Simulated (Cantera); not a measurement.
# Equilibrium for nitride etching: Si3N4 + O2 + H2

Input: 1 mol Si3N4, a varied amount of O2, 0.38 mol H2, at 800 °C and 26000 Pa.

Cantera equilibrium calculation (NASA polynomials, part measured and part estimated; ideal gas, pure solids and liquids). Candidate condensed phases: H2O, Si, SiO2, Si2N2O, Si3N4; 35 gas species. Mutual solubility and eutectic melting of coexisting phases are not modelled. Kinetics and transport are ignored.

From 0.26 mol O2 to 0.72 mol O2 the condensed part is Si2N2O(s) + Si3N4(s). From 0.89 mol O2 to 2 mol O2 the condensed part is SiO2(β-quartz) + Si2N2O(s).

```csv
n(O2) (mol),log p N2,log p H2,log p H2O,log p NH3,n Si2N2O(s),n Si3N4(s),n SiO2(β-quartz)
0.26,-1.09,-0.75,-10.60,-5.10,0.520,0.653,0
0.32,-1.03,-0.78,-10.61,-5.11,0.640,0.573,0
0.39,-0.98,-0.81,-10.63,-5.14,0.780,0.480,0
0.48,-0.92,-0.85,-10.65,-5.17,0.960,0.360,0
0.59,-0.88,-0.89,-10.68,-5.21,1.18,0.213,0
0.72,-0.84,-0.94,-10.71,-5.26,1.44,0.0400,0
0.89,-0.80,-0.99,-4.94,-5.32,1.41,0,0.187
1.1,-0.77,-1.05,-4.98,-5.39,1.27,0,0.467
1.3,-0.74,-1.10,-5.02,-5.45,1.13,0,0.733
1.6,-0.72,-1.17,-5.08,-5.54,0.933,0,1.13
2,-0.69,-1.24,-5.15,-5.64,0.667,0,1.67
```
log p: log10 of the partial pressure in bar; n: condensed amount in mol.
